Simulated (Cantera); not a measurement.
Equilibrium for fluorocarbon and chlorocarbon gases: C₂F₆ + CH₄

Input: 1 mol C₂F₆, 1.2 mol CH₄, held at 2552 °C.

Method: chemical equilibrium by Gibbs-energy minimisation in Cantera with the NASA 1993 tables (ideal gas, pure condensed phases). Candidate condensed phases: C, C₆H₆, C₇H₈, C₈H₁₈; 95 gas species. The feed counts by its element totals alone. Gases not in the tables: C₂F₆ and larger saturated fluorocarbons. Kinetics and transport are ignored.

```csv
P (Pa),x HF,x F,x H,x C,x C₃,x CF₂,x CF,x C₂,n C(graphite)
1,0.0410,0.427,0.338,0.152,0.0231,4.83e-6,0.00588,0.0129,0
6.80,0.196,0.375,0.270,0.0608,0.0690,6.88e-5,0.0141,0.0141,0
46,0.458,0.263,0.133,0.0188,0.0931,0.000480,0.0207,0.00914,0.419
320,0.717,0.208,0.0380,0.00270,0.0134,0.00209,0.0163,0.00131,2.79
2200,0.792,0.174,0.00730,0.000393,0.00195,0.0100,0.0137,0.000191,3.02
15000,0.826,0.126,0.00154,5.76e-5,0.000286,0.0358,0.00988,2.80e-5,2.93
100000,0.859,0.0657,0.000461,8.64e-6,4.28e-5,0.0651,0.00516,4.20e-6,2.78
```
x: gas mole fraction; n: condensed amount in mol.

From 0.00750 Torr to 0.0510 Torr nothing is condensed. From 0.345 Torr to 750 Torr the condensed part is C(graphite). The main C-bearing gas is C at 0.00750 Torr and CF₂ at 750 Torr.
